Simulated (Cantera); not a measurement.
Charge: 1 mol Cu2O, 2.6 mol H2, 5 mol N2, at 1075 °C and 210000 Pa.

Equilibrium computed with Cantera from the NASA thermochemical tables; the gas is ideal and each condensed phase is pure. Candidate condensed phases: Cu, CuO, Cu(OH)2, Cu2O, H2O; 27 gas species. Kinetics and transport are ignored.

Q: What is the equilibrium state?

A: 
| Property | Value |
|---|---|
| x(N2) | 0.658 |
| x(H2) | 0.211 |
| x(H2O) | 0.132 |
| x(NH3) | 1.69e-5 |
| n(Cu(s)) | 2.00 mol |
| gas amount | 7.600 mol |
| log10 activity of Cu(OH)2(s) (absent) | -9.63 |
